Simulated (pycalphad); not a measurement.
All values are pycalphad results on the COST 507 light-alloy database (1999) (1 atm), not direct measurements. The data set is of 1999 and partly superseded. Amounts are mole fractions of atoms.

**Question.** Give the equilibrium state of Al-2.55Mn-2.207Si (wt.%) at 600 K.

**Answer.** 
```
T = 600.00 K, P = 101325 Pa, N = 1 mol of atoms
G = -21246 J/mol, H = 6307 J/mol, S = 45.92 J/(mol K)  (SER reference)
chemical potentials (J/mol): Al -19995, Mn -128927, Si -13847
phase             fraction      x(Al)      x(Mn)      x(Si)
FCC_A1              0.9153     0.9991   3.33e-06   0.000894
ALMNSI_ALPHA        0.0730     0.7031     0.1739     0.1230
DIAMOND_A4          0.0117   1.14e-09       none     1.0000
```

**Question.** Give the equilibrium state of Al-2.55Mn-2.207Si (wt.%) at 950 K.

**Answer.** LIQUID, fraction 0.990, with 2.2 Mn, 2.1 Si wt.%; ALMNSI_ALPHA, fraction 0.010, with 29.9 Mn, 8.7 Si wt.%.

Database names, with the compositions (at.%) that they take in these runs: ALMNSI_ALPHA: Al 70-73 Mn 17 Si 10-13. FCC_A1 is fcc; DIAMOND_A4 is diamond (Si). An entry "none" or "no" means that the model of the phase leaves that element out.
